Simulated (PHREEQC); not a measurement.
A solution holds 25 mmol/kgw ZnSO4, 0.28 mmol/kgw NiCl2 and 0.35 mmol/kgw NaH2PO4, at 25 °C. Closed to the air; pH follows from the charge balance.

Computed with PHREEQC (ion-association model, wateq4f.dat).

This is a speciation only: nothing precipitates in the calculation.

### Question
Order these Zn species by the share of Zn that they hold, largest first: Zn(SO4)2-2, ZnSO4, Zn+2.

### Answer
Zn+2 (59 %), ZnSO4 (37 %), Zn(SO4)2-2 (4.2 %)

The pH is 5.30 and the ionic strength 0.0595 mol/kgw. Saturation is exceeded, for instance for Zn3(PO4)2:4w; the values hold only as long as no solid forms. H3PO4, which wateq4f.dat lacks, is added to it with the constant of phreeqc.dat. The database has no phosphate complexes of Zn, Ni.
